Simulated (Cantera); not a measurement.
Cantera run, input and output.

```python
import numpy as np
import cantera as ct

gas = ct.Solution("h2o2.yaml")
gas.TPX = 400, 45000, {'H2': 1, 'O2': 0.185, 'N2': 0.815, 'H2O': 0.44}
flame = ct.FreeFlame(gas, width=0.07)
flame.set_refine_criteria(ratio=3, slope=0.08, curve=0.16)
flame.transport_model = "mixture-averaged"
flame.solve(loglevel=0, auto=True)
z, T = flame.grid, flame.T
thick = (T[-1] - T[0]) / np.gradient(T, z).max()
show = ['H2', 'O2', 'H2O', 'HO2', 'H', 'O']
print(f"laminar burning velocity  {flame.velocity[0] * 100:.3f} cm/s")
print(f"burnt temperature         {T[-1]:.1f} K")
print(f"thermal thickness         {thick * 1e3:.4f} mm")
print(f"grid points               {len(z)}")
z0 = z[flame.heat_release_rate.argmax()]
print(f"{'z/mm':>9s}{'T/K':>9s}{'u/(m/s)':>9s}" + "".join(f"{s:>11s}" for s in show))
rows = []
for k in (-3, -2, -1.5, -1, -0.5, -0.25, 0, 0.25, 0.5, 1, 2, 4, 8):
    zz = z0 + k * thick
    rows.append([k * thick, np.interp(zz, z, T), np.interp(zz, z, flame.velocity),
                 *(np.interp(zz, z, flame.X[gas.species_index(s)]) for s in show)])
    print(f"{rows[-1][0] * 1e3:9.3f}{rows[-1][1]:9.1f}{rows[-1][2]:9.3f}" + "".join(f"{x:11.3e}" for x in rows[-1][3:]))
```

Output:

```
laminar burning velocity  196.861 cm/s
burnt temperature         1535.1 K
thermal thickness         1.0196 mm
grid points               121
     z/mm      T/K  u/(m/s)         H2         O2        H2O        HO2          H          O
   -3.059    400.0    1.969  4.098e-01  7.582e-02  1.803e-01  5.776e-11  8.452e-15  2.270e-12
   -2.039    400.0    1.969  4.098e-01  7.583e-02  1.803e-01  3.466e-09  4.232e-13  1.125e-10
   -1.529    400.1    1.969  4.096e-01  7.585e-02  1.804e-01  4.359e-08  4.377e-12  1.125e-09
   -1.020    401.6    1.973  4.085e-01  7.599e-02  1.808e-01  1.292e-06  2.536e-10  2.151e-08
   -0.510    460.1    2.223  3.961e-01  7.624e-02  1.871e-01  2.053e-04  3.195e-05  4.284e-06
   -0.255    675.9    3.197  3.703e-01  6.902e-02  2.112e-01  1.699e-04  1.673e-03  6.505e-05
    0.000    946.9    4.406  3.333e-01  5.171e-02  2.527e-01  6.745e-05  9.193e-03  2.956e-04
    0.255   1142.6    5.284  2.961e-01  2.865e-02  2.991e-01  2.801e-05  2.038e-02  5.706e-04
    0.510   1250.6    5.775  2.727e-01  1.163e-02  3.315e-01  1.017e-05  2.750e-02  4.238e-04
    1.020   1336.4    6.158  2.616e-01  1.464e-03  3.514e-01  1.172e-06  2.812e-02  1.141e-04
    2.039   1398.3    6.419  2.642e-01  6.740e-05  3.554e-01  5.338e-08  2.167e-02  4.415e-05
    4.078   1450.1    6.633  2.687e-01  1.412e-05  3.569e-01  1.295e-08  1.452e-02  2.218e-05
    8.157   1488.6    6.790  2.723e-01  5.688e-06  3.581e-01  5.768e-09  8.861e-03  9.087e-06
```

Model: the H2/O2 subset of GRI-Mech 3.0, which has no nitrogen chemistry, integrated in Cantera. Burning velocities carry a grid error of a few per cent, more on coarse grids.
